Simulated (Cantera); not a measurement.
A freely propagating, adiabatic, planar premixed flame of CH4 : C2H6 : C3H8 : O2 : N2 = 1 : 0.041 : 0.039 : 1.8 : 8.63 (molar parts), equivalence ratio 1.3, unburnt at 550 K and 7500 Torr; mixture-averaged transport, grid criteria slope 0.08 and curve 0.16, no radiation.

Detailed kinetics in Cantera: GRI-Mech 3.0 (53 species, 325 reactions). Burning velocities carry a grid error of a few per cent, more on coarse grids.

Problem. What does this change do: CH4 1 to 1.3 parts?

Solution. 
```json
[
 {"quantity": "laminar burning velocity", "before": "15.6 cm/s", "after": "10.2 cm/s"},
 {"quantity": "thermal thickness", "before": "0.174 mm", "after": "0.257 mm"},
 {"quantity": "peak x(H2)", "before": "0.0374", "after": "0.0808"},
 {"quantity": "peak x(CH2)", "before": "7.46e-6", "after": "1.60e-6"},
 {"quantity": "peak x(O)", "before": "2.05e-5", "after": "4.38e-6"}
]
```

Problem. What does this change do: inlet temperature 550 to 525 K?

Solution. 
```tsv
quantity	before	after
laminar burning velocity	15.6 cm/s	13.8 cm/s
thermal thickness	0.174 mm	0.184 mm
peak x(H2)	0.0374	0.0376
peak x(CH2)	7.46e-6	6.37e-6
peak x(O)	2.05e-5	1.83e-5
```

Problem. What does this change do: inlet temperature 550 to 500 K?

Solution. 
```tsv
quantity	before	after
laminar burning velocity	15.6 cm/s	12.2 cm/s
thermal thickness	0.174 mm	0.195 mm
peak x(H2)	0.0374	0.0378
peak x(CH2)	7.46e-6	5.43e-6
peak x(O)	2.05e-5	1.63e-5
```
